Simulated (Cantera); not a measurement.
Charge: 1 mol C2H4, 0.88 mol H2, 0.39 mol O2, held at 43.0 mbar.

These are equilibrium values from Cantera (NASA tables, ideal gas, pure condensed phases), not measurements of a reactor. Candidate condensed phases: C, C6H6, C7H8, C8H18, H2O; 110 gas species. The numbers say what is thermodynamically allowed, not how fast it happens.

At 2100 °C, list the 4 most abundant gas species with their mole fractions, and the condensed phases.

H2 0.731, CO 0.207, H 0.0576, C2H2 (acetylene) 0.00450. Condensed: C(graphite).
